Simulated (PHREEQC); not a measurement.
## Leach liquor (model solution)

Make-up at 25 °C: 0.16 mol/kgw HCl, 9.4e-05 mol/kgw ZnSO4 and 3.6e-05 mol/kgw MgSO4. Closed to the air; pH follows from the charge balance.

Model: ion-association model, phreeqc.dat, run in PHREEQC.

Precipitation was switched off in this run.

What pH, specific conductance does the model give?

pH 0.89; specific conductance 54800 µS/cm.

In which forms is Zn present?

Zn+2 87 %, ZnCl+ 12 %, ZnCl2 1.0 % of the Zn.

Species that the database lacks are ignored.
